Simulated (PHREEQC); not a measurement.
Copper plating or etch bath (model solution)

Solution (60 °C): 0.05 mol/kgw Cu(NO3)2 and 0.2 mol/kgw HCl. Closed to the air; pH follows from the charge balance.

All values are PHREEQC results (ion-association model, phreeqc.dat), not measurements.

Each row changes one thing in this solution. Precipitation was switched off in this run.

```json
[
 {"case": "as made", "pH": "0.81", "ionic strength (mol/kgw)": "0.310"},
 {"case": "diluted 5-fold with water", "pH": "1.48", "ionic strength (mol/kgw)": "0.0665"},
 {"case": "Cu(NO3)2 left out", "pH": "0.80", "ionic strength (mol/kgw)": "0.200"},
 {"case": "temperature from 60 to 45 °C", "pH": "0.81", "ionic strength (mol/kgw)": "0.323"},
 {"case": "HCl from 0.2 to 0.3 mol/kgw", "pH": "0.64", "ionic strength (mol/kgw)": "0.401"},
 {"case": "HCl left out", "pH": "3.95", "ionic strength (mol/kgw)": "0.150"},
 {"case": "diluted 100-fold with water", "pH": "2.73", "ionic strength (mol/kgw)": "0.00348"},
 {"case": "Cu(NO3)2 from 0.05 to 0.055 mol/kgw", "pH": "0.81", "ionic strength (mol/kgw)": "0.322"},
 {"case": "0.12 mol/kgw Fe(NO3)3 added", "pH": "0.82", "ionic strength (mol/kgw)": "0.800"}
]
```

The ionic strength passes 0.7 mol/kgw, the rough limit of the ion-association models, in 0.12 mol/kgw Fe(NO3)3 added. Some of these states are supersaturated (in Hematite (slow to form), Goethite (slow to form), for instance). Constants without temperature data keep their 25 °C values here.
